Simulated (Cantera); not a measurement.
Cantera with NASA thermochemical tables; ideal gases at 1 bar, condensed phases pure. Values are per mole of reaction as written; species without (g) are pure solids or liquids, kept so even where they would boil at 1 bar. TiC: taken at fixed stoichiometry.

**Question.** Between 300 and 523 K, where is each reaction favourable under standard conditions?
- C + 4 TiCl3(g) = TiC + 3 TiCl4
- 4 TiCl4(g) + C = 4 TiCl3 + CCl4(g)
- TiC + 8 Cl(g) = CCl4(g) + TiCl4(g)

**Answer.** 
- C + 4 TiCl3(g) = TiC + 3 TiCl4: ΔG° is -292 kJ at 300 K and -193 kJ at 523 K; it stays negative (K > 1). ΔH° is -405 kJ and ΔS° -405 J/K at 523 K.
- 4 TiCl4(g) + C = 4 TiCl3 + CCl4(g): ΔG° is 237 kJ at 300 K and 356 kJ at 523 K; it stays positive (K < 1). ΔH° is 87 kJ and ΔS° -514 J/K at 523 K.
- TiC + 8 Cl(g) = CCl4(g) + TiCl4(g): ΔG° is -1441 kJ at 300 K and -1287 kJ at 523 K; it stays negative (K > 1). ΔH° is -1652 kJ and ΔS° -697 J/K at 523 K.
